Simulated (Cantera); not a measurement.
Cantera run:

```python
import numpy as np
import cantera as ct

gas_names = """
    AL ALH ALO ALOH ALO2 ALO2H AL2 AL2O AL2O2 H HALO HO2 H2 H2O H2O2 O OH O2 O3
""".split()
cond_names = """
    AL(cr) AL(L) AL2O3(a) AL2O3(L) H2O(s) H2O(L)
""".split()


# ... load() reads the species with a 1 bar reference pressure and builds the phases ...
atoms = {
    'Al': {'AL': 1},
    'H2O': {'H': 2, 'O': 1},
    'H2': {'H': 2},
}
top_T = {}  # K; cautious upper limits of use, not melting points


# ... equilibrate(T, P, feed) seeds the gas with the atoms and calls Mixture.equilibrate('TP', solver="vcs", rtol=1e-11, max_steps=5000) ...
results = []
feed = {'Al': 1, 'H2O': 4, 'H2': 61}  # mol
T = 2000  # K
P = 1500  # Pa
mix = equilibrate(T, P, feed)
results.append((T, P, feed, dict(zip(mix.species_names, mix.species_moles))))
print(gas.report(threshold=1e-06))
for i in range(1, mix.n_phases):
    print(f"{mix.phase(i).name:16s} {mix.phase_moles(i):12.5e} mol")
```

Output:

```
       temperature   2000 K
          pressure   1500 Pa
           density   0.00023583 kg/m^3
  mean mol. weight   2.6144 kg/kmol
   phase of matter   gas

                          1 kg             1 kmol
                     ---------------   ---------------
          enthalpy        1.8022e+07        4.7117e+07  J
   internal energy        1.1661e+07        3.0488e+07  J
           entropy             87126        2.2778e+05  J/K
    Gibbs function       -1.5623e+08       -4.0845e+08  J
 heat capacity c_p             13268             34689  J/K
 heat capacity c_v             10088             26375  J/K

                      mass frac. Y      mole frac. X     chem. pot. / RT
                     ---------------   ---------------   ---------------
              ALOH        3.9393e-05        2.3413e-06           -59.373
                 H         0.0049867          0.012934           -11.866
                H2           0.73167           0.94885           -23.733
               H2O           0.26295          0.038161           -49.479
                OH        0.00033793        5.1948e-05           -37.613
     [  +14 minor]        1.8386e-05         1.385e-06

AL(L)             0.00000e+00 mol
AL2O3(a)          4.99895e-01 mol
```

Equilibrium computed with Cantera from the NASA thermochemical tables; the gas is ideal and each condensed phase is pure.
